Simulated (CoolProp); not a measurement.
A simple Rankine cycle with o-xylene: condensing at 322.15 K, boiler at 1.89 MPa, turbine inlet 580.6 K, turbine efficiency 0.9, pump efficiency 0.8, no recuperator. Each further row changes one setting.

Model: reference Helmholtz-energy equation of state, Zhou 2012, in CoolProp.

```csv
case,thermal efficiency (%),net work (kJ/kg),heat in (kJ/kg),turbine exit temperature (K),volume ratio over the turbine
as stated,26.0,208,800,447.3,668
turbine inlet 600.6 K,[?],[?],853,470.1,625
condensing temperature 314.15 K,[?],221,[?],440.4,[?]
boiler pressure 1.32 MPa,25.0,206,823,[?],405
turbine efficiency 0.8,23.1,185,800,[?],687
```

What belongs in the gaps?


- turbine inlet 600.6 K, thermal efficiency (%): 25.8
- turbine inlet 600.6 K, net work (kJ/kg): 220
- condensing temperature 314.15 K, thermal efficiency (%): 27.1
- condensing temperature 314.15 K, heat in (kJ/kg): 815
- condensing temperature 314.15 K, volume ratio over the turbine: 984
- boiler pressure 1.32 MPa, turbine exit temperature (K): 461.5
- turbine efficiency 0.8, turbine exit temperature (K): 460.2
